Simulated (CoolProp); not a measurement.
Saturated liquid density (kg/m³) of R1336mzz(Z): the reference equation beside estimates from Tc = 444.5 K, pc = 29.04 bar, ω = 0.386. Rackett uses Z = 0.29056 − 0.08775 ω.

The numbers come from the reference Helmholtz-energy equation of state, McLinden 2020 in CoolProp.

```tsv
T (K)	reference	Rackett	Soave-Redlich-Kwong	Peng-Robinson
220.1	1553	1537	1303	1464
229.8	1531	1516	1288	1449
239.5	1508	1494	1273	1433
249.3	1485	1471	1258	1416
259	1462	1449	1241	1399
268.7	1439	1425	1223	1380
278.5	1415	1401	1205	1360
288.2	1390	1377	1185	1339
298	1365	1352	1164	1316
307.7	1339	1326	1142	1292
317.4	1313	1300	1119	1266
327.2	1286	1272	1093	1238
336.9	1257	1243	1066	1209
346.7	1228	1213	1037	1177
356.4	1197	1182	1006	1142
```

Absolute difference from the reference over all 15 rows, mean and median: Rackett 1.0 and 1.0 %, Soave-Redlich-Kwong 15.2 and 15.1 %, Peng-Robinson 4.2 and 4.1 %.
